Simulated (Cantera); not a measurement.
**Catalytic combustion on Pt**

An isothermal plug-flow reactor at 1225 K and 1.00 bar (inlet), inlet velocity 2.7 m/s, active area per volume 270 1/m; feed 0.683 % CH₄, 2.93 % O₂, 96.4 % N₂.

Cantera simulation using Deutschmann's 1995 Pt surface mechanism with GRI-Mech 3.0 gas chemistry; the numbers are that mechanism's predictions, not measurements. Catalytic surfaces can have several steady states; this one follows from the mechanism file's or the stated starting coverage. Mass transfer to the wall is taken as infinitely fast.

| z (m) | x CH₄ | x O₂ | x H₂O | x CO₂ | x CO | θ free Pt | θ O* | θ OH* |
|---|---|---|---|---|---|---|---|---|
| 0.00014 | 0.00676 | 0.0291 | 0.000151 | 6.59e-5 | 9.43e-6 | 0.546 | 0.454 | 0.000271 |
| 0.00027 | 0.00669 | 0.0290 | 0.000290 | 0.000133 | 1.17e-5 | 0.546 | 0.454 | 0.000303 |
| 0.00051 | 0.00656 | 0.0287 | 0.000543 | 0.000259 | 1.24e-5 | 0.547 | 0.453 | 0.000355 |
| 0.00099 | 0.00631 | 0.0283 | 0.00104 | 0.000505 | 1.21e-5 | 0.547 | 0.452 | 0.000437 |
| 0.0019 | 0.00586 | 0.0274 | 0.00193 | 0.000950 | 1.13e-5 | 0.549 | 0.450 | 0.000556 |
| 0.0037 | 0.00505 | 0.0258 | 0.00353 | 0.00175 | 9.82e-6 | 0.553 | 0.447 | 0.000722 |
| 0.0071 | 0.00378 | 0.0233 | 0.00601 | 0.00298 | 7.51e-6 | 0.558 | 0.441 | 0.000921 |
| 0.014 | 0.00205 | 0.0199 | 0.00939 | 0.00465 | 4.24e-6 | 0.566 | 0.433 | 0.00113 |
x: gas mole fraction; θ: surface coverage.
